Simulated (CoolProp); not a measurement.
Properties of R124 along the isotherm 38.95 °C (Tc = 122.3 °C, pc = 3.624 MPa, ω = 0.288).

Values from CoolProp's reference Helmholtz-energy equation of state, de Vries 1995.

| p (MPa) | phase | Z | cp (kJ/(kg K)) |
|---|---|---|---|
| 0.494 | gas | 0.8803 | 0.8411 |
| 0.988 | liquid | ? | 1.167 |
| 1.48 | liquid | 0.05935 | 1.163 |
| 1.98 | liquid | ? | 1.159 |
| 2.47 | liquid | ? | 1.156 |
| 2.97 | liquid | 0.1183 | 1.152 |
| 3.46 | liquid | 0.1375 | ? |
| 3.95 | liquid | ? | 1.145 |
| 4.45 | liquid | ? | 1.142 |
| 4.94 | liquid | 0.1950 | 1.139 |
| 5.44 | liquid | 0.2143 | 1.136 |

Q: What belongs in the gaps?

A: 
- 0.988, Z: 0.03972
- 1.98, Z: 0.07920
- 2.47, Z: 0.09857
- 3.46, cp (kJ/(kg K)): 1.149
- 3.95, Z: 0.1566
- 4.45, Z: 0.1760
